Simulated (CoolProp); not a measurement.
20 sccm (0 °C, 1 atm) of nitrogen bubbles through liquid octamethyltrisiloxane (MDM) at 312.7 K and leaves saturated at a total pressure of 0.00454 MPa (ideal gas phase). Each further row changes one setting.

Computed with CoolProp (reference Helmholtz-energy equation of state, Thol 2017).

```tsv
case	vapour pressure (kPa)	mole fraction of vapour	delivery (mg/min)	delivery (sccm)	change of delivery for a bath 1 K warmer (%)
as stated	1.22	0.270	77.9	7.38	8.3
bath temperature 317.7 K	1.63	0.358	118	11.2	9.2
total pressure 0.00908 MPa	1.22	0.135	32.9	3.12	6.9
```
